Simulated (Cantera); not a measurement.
Input: 1 mol MgCO₃, 0.37 mol SO₂, 0.64 mol CO₂, equilibrated at 725 K and 2.10 bar.

Cantera equilibrium calculation (NASA polynomials, part measured and part estimated; ideal gas, pure solids and liquids). Gases not in the tables: S₃ to S₇. Rates play no part.

```csv
species,before,after
CO₂,0.971,0.961
S₈,0.00607,0.0133
SO₂,0.0125,0.0130
S₂,0.00888,0.0108
S₂O,0.000272,0.000320
COS,0.00163,0.00184
CO,4.38e-5,4.48e-5
"MgO(s), mol",0.767,0.554
"MgSO₄(s), mol",0.233,0.446
```
Gas species are given as mole fractions.

### Question
What was changed between the two runs?
A. SO₂ from 0.37 to 0.69 mol
B. SO₂ from 0.37 to 2.7 mol
C. temperature from 725 K to 1150 K
D. temperature from 725 K to 1000 K

### Answer
A, SO₂ from 0.37 to 0.69 mol
